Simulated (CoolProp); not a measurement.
Saturation properties of water.

Model: reference Helmholtz-energy equation of state, Wagner 2002, in CoolProp.

```
T (K)  p (bar)  vapour density (kg/m³)  enthalpy of vaporisation (kJ/kg)  surface tension (mN/m)
-----  -------  ----------------------  --------------------------------  ----------------------
408.3    3.146                   1.726                              2159                    51.8
437.3    6.863                   3.598                              2068                    45.6
466.3    13.44                   6.831                              1966                    39.1
495.3    24.16                   12.09                              1848                    32.4
524.3    40.54                   20.37                              1709                    25.6
553.4    64.41                   33.30                              1541                    18.8
582.4    97.64                   53.86                              1332                    12.1
611.4    142.8                   89.71                              1048                    5.94
```

It boils at 373.1 K under 1 atm.

Surface tension comes from a separate correlation (Mulero 2012).
